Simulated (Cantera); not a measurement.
Charge: 1 mol Si, a varied amount of Cl2, equilibrated at 825 K and 3.90 mbar.

Cantera equilibrium calculation (NASA polynomials, part measured and part estimated; ideal gas, pure solids and liquids). Candidate condensed phases: Si; 9 gas species. The numbers say what is thermodynamically allowed, not how fast it happens.

Problem. Which condensed phases are stable at each of these points (n(Cl2) (mol)): 1, 1.5, 2, 2.5, 3, 3.5, 4, 4.5, 5, 5.5, 5.9, 6.4?

Solution. 
```csv
n(Cl2) (mol),condensed phases,Si condensed (%)
1,Si(s),50.0
1.5,Si(s),25.0
2,gas only,0.0
2.5,gas only,0.0
3,gas only,0.0
3.5,gas only,0.0
4,gas only,0.0
4.5,gas only,0.0
5,gas only,0.0
5.5,gas only,0.0
5.9,gas only,0.0
6.4,gas only,0.0
```

From 1 mol Cl2 to 1.5 mol Cl2 the condensed part is Si(s). From 2 mol Cl2 to 6.4 mol Cl2 nothing is condensed.
